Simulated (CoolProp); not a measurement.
Saturation properties of R142b (Tc = 410.3 K, pc = 40.55 bar, ω = 0.232).

Computed with CoolProp (reference Helmholtz-energy equation of state, Lemmon 2006). It is a short technical equation, of lower accuracy than the large ones.

| T (K) | p (bar) | liquid density (kg/m³) | enthalpy of vaporisation (kJ/kg) | vapour Z | liquid viscosity (µPa s) | liquid conductivity (mW/(m K)) |
|---|---|---|---|---|---|---|
| 230.8 | 0.2094 | 1265 | 241.1 | 0.9862 | 520 | 107 |
| 238.5 | 0.3159 | 1249 | 237.1 | 0.9815 | 467 | 104 |
| 246.3 | 0.4648 | 1232 | 233.0 | 0.9758 | 421 | 101 |
| 254 | 0.6623 | 1215 | 228.8 | 0.9691 | 382 | 98.1 |
| 261.7 | 0.9211 | 1198 | 224.6 | 0.9613 | 348 | 95.1 |
| 269.5 | 1.258 | 1180 | 220.1 | 0.9521 | 317 | 92.1 |
| 277.2 | 1.679 | 1162 | 215.5 | 0.9417 | 290 | 89.2 |
| 284.9 | 2.200 | 1144 | 210.8 | 0.9300 | 266 | 86.4 |
| 292.7 | 2.847 | 1125 | 205.8 | 0.9167 | 244 | 83.5 |
| 300.4 | 3.618 | 1105 | 200.6 | 0.9020 | 225 | 80.7 |
| 308.1 | 4.536 | 1085 | 195.2 | 0.8858 | 207 | 78.0 |

It boils at 264.0 K under 1 atm.

Viscosity comes from a separate model (Huber 2003), an estimate that may be off by 10 % or more. Thermal conductivity comes from a separate model (Huber 2003), an estimate that may be off by 10 % or more.
